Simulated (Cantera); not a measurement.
A closed system holds: 1 mol CH₃Cl, 0.049 mol H₂, at 2577 °C and 0.0140 bar.

Method: chemical equilibrium by Gibbs-energy minimisation in Cantera with the NASA 1993 tables (ideal gas, pure condensed phases). Candidate condensed phases: C, C₆H₆, C₇H₈, C₈H₁₈; 91 gas species. Equilibrium is a limit: real reactors are often held back by kinetics, nucleation or transport.

Base state: H 0.402, H₂ 0.239, Cl 0.183, HCl 0.159, C₂H₂ (acetylene) 0.00939, C₃ 0.00413, C₂H 0.00216, C 0.000805 (mole fractions); condensed: C(graphite).

### Question
What changes in the equilibrium state with this change: CH₃Cl replaced by CH₃F?

### Answer
```tsv
species	before	after
HF	0	0.388
H	0.402	0.379
H₂	0.239	0.213
Cl	0.183	0
HCl	0.159	0
F	0	0.00321
CF	0	0.000267
C₂HCl	0.000117	0
C₂H₂ (vinylidene)	2.06e-5	1.83e-5
C(graphite), mol	0.888	0.908
```
